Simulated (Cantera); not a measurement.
An isothermal, constant-pressure homogeneous reactor starts with C2H4 : H2 = 1 : 32 (molar parts), at 1573 K and 0.132 atm.

Cantera simulation using GRI-Mech 3.0 (53 species, 325 reactions); the numbers are that mechanism's predictions, not measurements. GRI-Mech 3.0 was tuned for natural gas; its chemistry of ethylene as a main component is partial and can be far from experiment. GRI-Mech 3.0 stops at C3 and has no aromatics, soot or wall deposition, so with more carbon than oxygen in the feed, carbon stays in small species such as C2H2 where larger ones or solid carbon would form.

Task: Predict: x(C2H4) at 7.00 s; x(H2) at 7.00 s; x(H) at 7.00 s; x(CH4) at 7.00 s; x(CH2) at 7.00 s; x(CH3) at 7.00 s; x(C2H) at 7.00 s.

Result: 
- x(C2H4) at 7.00 s: 0.000486 (gas-phase equilibrium 0.000456)
- x(H2) at 7.00 s: 0.968 (gas-phase equilibrium 0.966)
- x(H) at 7.00 s: 0.000113 (gas-phase equilibrium 0.000110)
- x(CH4) at 7.00 s: 0.00428 (gas-phase equilibrium 0.00803)
- x(CH2) at 7.00 s: 1.08e-9 (gas-phase equilibrium 1.92e-9)
- x(CH3) at 7.00 s: 1.01e-5 (gas-phase equilibrium 1.86e-5)
- x(C2H) at 7.00 s: 9.08e-9 (gas-phase equilibrium 8.31e-9)
